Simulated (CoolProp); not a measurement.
Ethanol along the isobar 0.497 MPa: Z from the reference equation and from simpler models built on Tc = 241.6 °C, pc = 6.268 MPa, ω = 0.644; each cubic takes its own stable root.

Values from CoolProp's reference Helmholtz-energy equation of state, Schroeder 2014.

| T (°C) | phase | reference | van der Waals | Redlich-Kwong | Soave-Redlich-Kwong | Peng-Robinson |
|---|---|---|---|---|---|---|
| 9.55 | liquid | 0.01220 | 0.02265 | 0.01531 | 0.01434 | 0.01276 |
| 25.85 | liquid | 0.01174 | 0.02186 | 0.01481 | 0.01379 | 0.01226 |
| 42.15 | liquid | 0.01133 | 0.9211 | 0.01440 | 0.01332 | 0.01184 |
| 58.45 | liquid | 0.01099 | 0.9302 | 0.01407 | 0.01294 | 0.01148 |
| 74.65 | liquid | 0.01069 | 0.9378 | 0.01383 | 0.01263 | 0.01120 |
| 90.95 | liquid | 0.01044 | 0.9443 | 0.9244 | 0.01240 | 0.01098 |
| 107.25 | liquid | 0.01025 | 0.9498 | 0.9335 | 0.01224 | 0.01083 |
| 123.45 | liquid | 0.01011 | 0.9546 | 0.9411 | 0.01217 | 0.01075 |
| 139.75 | gas | 0.9251 | 0.9588 | 0.9476 | 0.9357 | 0.9323 |
| 156.05 | gas | 0.9391 | 0.9625 | 0.9532 | 0.9442 | 0.9408 |
| 172.25 | gas | 0.9498 | 0.9657 | 0.9580 | 0.9514 | 0.9481 |
| 188.55 | gas | 0.9584 | 0.9686 | 0.9622 | 0.9576 | 0.9543 |
| 204.85 | gas | 0.9651 | 0.9712 | 0.9658 | 0.9630 | 0.9597 |
| 221.05 | gas | 0.9705 | 0.9734 | 0.9690 | 0.9675 | 0.9644 |
| 237.35 | gas | 0.9750 | 0.9755 | 0.9718 | 0.9716 | 0.9685 |

At some of these states van der Waals, Redlich-Kwong gives the other phase, because its saturation line lies elsewhere.
